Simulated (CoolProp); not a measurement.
Vapour pressure (bar) of 1,2-dichloroethane: the reference equation beside estimates from Tc = 561.6 K, pc = 52.26 bar, ω = 0.269. Clausius-Clapeyron is anchored at 435.5 K with a constant enthalpy of vaporisation of 26.98 kJ/mol.

The numbers come from the reference Helmholtz-energy equation of state, Thol 2015 in CoolProp.

```
T (K)  reference  Lee-Kesler  Clausius-Clapeyron  Redlich-Kwong
-----  ---------  ----------  ------------------  -------------
413.3      4.543       4.576               4.867          6.878
420.7      5.344       5.394               5.588          7.901
428.1      6.248           ?               6.384          9.025
435.5      7.262       7.353               7.262          10.26
442.9      8.395       8.509               8.225          11.60
450.2      9.638       9.777               9.262          13.04
457.6      11.03           ?               10.41          14.63
465        12.58       12.77                   ?          16.34
472.4      14.27       14.49               13.00          18.18
479.8          ?       16.38               14.45          20.15
487.1      18.15           ?                   ?          22.24
```

### Question
Some entries are withheld; supply them.

### Answer

- 428.1, Lee-Kesler: 6.317
- 457.6, Lee-Kesler: 11.20
- 465, Clausius-Clapeyron: 11.65
- 479.8, reference: 16.14
- 487.1, Lee-Kesler: 18.42
- 487.1, Clausius-Clapeyron: 15.99

Absolute difference from the reference over all 11 rows, mean and median: Lee-Kesler 1.3 and 1.4 %, Clausius-Clapeyron 5.8 and 5.6 %, Redlich-Kwong 36.0 and 35.3 %.
